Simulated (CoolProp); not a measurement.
A simple Rankine cycle with ethanol: condensing at 328.15 K, boiler at 0.257 MPa, turbine inlet 382.2 K, turbine efficiency 0.75, pump efficiency 0.6, no recuperator. Each further row changes one setting.

Model: reference Helmholtz-energy equation of state, Schroeder 2014, in CoolProp.

```csv
case,thermal efficiency (%),net work (kJ/kg),heat in (kJ/kg),turbine exit temperature (K),volume ratio over the turbine
as stated,9.0,86.6,957,328.1,6.07
turbine inlet 402.2 K,9.2,91.3,995,340.4,6.02
condensing temperature 320.15 K,10.4,102,978,320.2,8.66
boiler pressure 0.18 MPa,7.5,72.3,963,332.0,4.30
turbine efficiency 0.65,7.8,75.0,957,328.1,6.16
```

The expansion ends wet for: as stated; condensing temperature 320.15 K; turbine efficiency 0.65.
